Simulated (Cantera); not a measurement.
**Ammonia decomposition in nitride growth gas**

A perfectly stirred reactor is fed with 15.9 % NH₃, 84.1 % H₂, at 0.799 atm; it is held at 1898 K, and followed from long to short residence time.

Computed with Cantera and the gas-phase N/H chemistry of the illustrative SiF4/NH3 mechanism in the Surface Chemkin manual (1991). Walls and surfaces, which speed up NH3 decomposition in real reactors, are not modelled.

| τ (s) | x NH₃ | x H₂ | x N₂H₂ | x N | x H | x NH₂ |
|---|---|---|---|---|---|---|
| 16 | 0.00744 | 0.927 | 3.37e-9 | 7.50e-8 | 0.000790 | 1.77e-5 |
| 3.0 | 0.0196 | 0.920 | 1.72e-8 | 1.37e-7 | 0.000695 | 4.15e-5 |
| 0.56 | 0.0529 | 0.901 | 7.51e-8 | 1.99e-7 | 0.000556 | 9.13e-5 |
| 0.10 | 0.110 | 0.868 | 2.05e-7 | 2.31e-7 | 0.000442 | 0.000157 |
| 0.019 | 0.146 | 0.848 | 2.89e-7 | 2.31e-7 | 0.000395 | 0.000190 |
| 0.0036 | 0.156 | 0.842 | 2.71e-7 | 1.94e-7 | 0.000362 | 0.000188 |
| 0.00067 | 0.158 | 0.841 | 1.15e-7 | 6.83e-8 | 0.000253 | 0.000133 |
| 0.00012 | 0.159 | 0.841 | 5.28e-9 | 1.32e-9 | 6.75e-5 | 3.56e-5 |
x: mole fraction; the columns are a selection and need not sum to one.
